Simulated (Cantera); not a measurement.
Input: 1 mol SiHCl3, 0.68 mol Cl2, 33 mol H2, held at 1675 K and 0.00220 bar.

Equilibrium computed with Cantera from the NASA thermochemical tables; the gas is ideal and each condensed phase is pure. Candidate condensed phases: Si; 19 gas species. The tables' values for SiCl, SiCl3 are old estimates; treat these amounts as uncertain. Gases not in the tables: Si2H6 and higher silanes. Rates play no part.

Base state: H2 0.899, HCl 0.0756, SiCl2 0.0229, H 0.00235, Si 0.000197, Cl 0.000154, SiCl 0.000142, SiCl3 7.83e-5 (mole fractions); condensed: Si(s).

**Question.** What changes in the equilibrium state with this change: Cl2 from 0.68 to 0.0077 mol?

**Answer.** 
| species | before | after |
|---|---|---|
| H2 | 0.899 | 0.925 |
| HCl | 0.0756 | 0.0587 |
| SiCl2 | 0.0229 | 0.0135 |
| SiCl3 | 7.83e-5 | 3.52e-5 |
| Cl | 0.000154 | 0.000118 |
| Si(s), mol | 0.164 | 0.515 |
